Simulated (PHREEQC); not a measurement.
A made-up water analysis in mg/L, 25 °C, pH 5.87, pe 10.4: Na 0.0757; K 0.013; Ca 0.117; Mg 0.0426; Cl 0.213; S(6) as SO4 0.0623; Alkalinity as HCO3 0.362; Si as SiO2 0.000326; Sr 0.00226.

Valence states are taken as typed.

Model: ion-association model, phreeqc.dat, run in PHREEQC.

Each row changes one thing in this solution. Precipitation was switched off in this run.

```
case                                         ionic strength (mol/kgw)  CO2 (mol/kgw)  HCO3- (mol/kgw)  CO3-2 (mol/kgw)  SI of Quartz (SiO2)
-------------------------------------------  ------------------------  -------------  ---------------  ---------------  -------------------
as made                                                       1.98e-5        2.20e-5          7.28e-6         2.57e-10                -4.29
pH from 5.87 to 5.5 at the same alkalinity                    2.17e-5     (withheld)       (withheld)       (withheld)                -4.29
pH from 5.87 to 6.87 at the same alkalinity                   1.86e-5     (withheld)       (withheld)          2.11e-9                -4.29
Cl from 0.213 to 0.639 mg/L                                   2.58e-5        2.20e-5          7.28e-6         2.58e-10                -4.29
```

Question: What belongs in the gaps?

Answer: 
- pH from 5.87 to 5.5 at the same alkalinity, CO2 (mol/kgw): 6.44e-5
- pH from 5.87 to 5.5 at the same alkalinity, HCO3- (mol/kgw): 9.11e-6
- pH from 5.87 to 5.5 at the same alkalinity, CO3-2 (mol/kgw): 1.37e-10
- pH from 5.87 to 6.87 at the same alkalinity, CO2 (mol/kgw): 1.81e-6
- pH from 5.87 to 6.87 at the same alkalinity, HCO3- (mol/kgw): 5.99e-6

Species that the database lacks are ignored.
